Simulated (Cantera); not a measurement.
Mixture: CH4 : O2 : N2 = 1 : 3.08 : 11.6 (molar parts), at 1.01 bar, adiabatic and at constant volume. Ignition delay is the time to a rise of 400 K.

Detailed kinetics in Cantera: GRI-Mech 3.0 (53 species, 325 reactions).

Predict: delay at 1025 K; delay at 1075 K; delay at 1125 K; delay at 1175 K; delay at 1225 K; delay at 1275 K; apparent activation energy between 1175 and 1275 K.


| Item | Result |
|---|---|
| delay at 1025 K | 0.554 s |
| delay at 1075 K | 0.239 s |
| delay at 1125 K | 0.107 s |
| delay at 1175 K | 50.2 ms |
| delay at 1225 K | 24.5 ms |
| delay at 1275 K | 12.4 ms |
| apparent activation energy between 1175 and 1275 K | 170 kJ/mol |
